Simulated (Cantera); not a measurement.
A closed system holds: 1 mol CO2, 5.5 mol H2O, at 798.15 K and 1500000 Pa.

Equilibrium computed with Cantera from the NASA thermochemical tables; the gas is ideal and each condensed phase is pure. Candidate condensed phases: C, C6H6, C7H8, C8H18, H2O; 110 gas species. The numbers say what is thermodynamically allowed, not how fast it happens.

Q: What is the equilibrium state?

A: 
```
Property                                    Value
--------------------------------------  ---------
x(H2O)                                      0.846
x(CO2)                                      0.154
gas amount                              6.500 mol
log10 activity of C(graphite) (absent)     -17.19
```
